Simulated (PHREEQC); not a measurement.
Make-up at 25 °C: 0.0076 mol/kgw HF, 0.00028 mol/kgw NH4HF2 and 0.0024 mol/kgw H3PO4. Closed to the air; pH follows from the charge balance.

Equilibrium calculation in PHREEQC: ion-association model, phreeqc.dat.

Each row changes one thing in this solution. This is a speciation only: nothing precipitates in the calculation.

```tsv
case	pH	ionic strength (mol/kgw)	HF (mol/kgw)	F- (mol/kgw)	HF2- (mol/kgw)
as made	2.54	0.00335	0.00649	0.00159	3.97e-5
temperature from 25 to 10 °C	2.50	0.00363	0.00625	0.00183	3.80e-5
NH4HF2 from 0.00028 to 0.0014 mol/kgw	2.60	0.00411	0.00800	0.00226	6.93e-5
H3PO4 left out	2.73	0.00225	0.00586	0.00220	4.95e-5
HF from 0.0076 to 0.076 mol/kgw	2.10	0.00898	0.0671	0.00622	0.00160
H3PO4 from 0.0024 to 0.00216 mol/kgw	2.55	0.00324	0.00644	0.00164	4.05e-5
HF from 0.0076 to 0.00152 mol/kgw	2.69	0.00241	0.00154	0.000535	3.16e-6
NH4HF2 left out	2.52	0.00317	0.00609	0.00144	3.37e-5
```

At this temperature some constants are extrapolated from 25 °C, and those without enthalpy data are left unchanged.
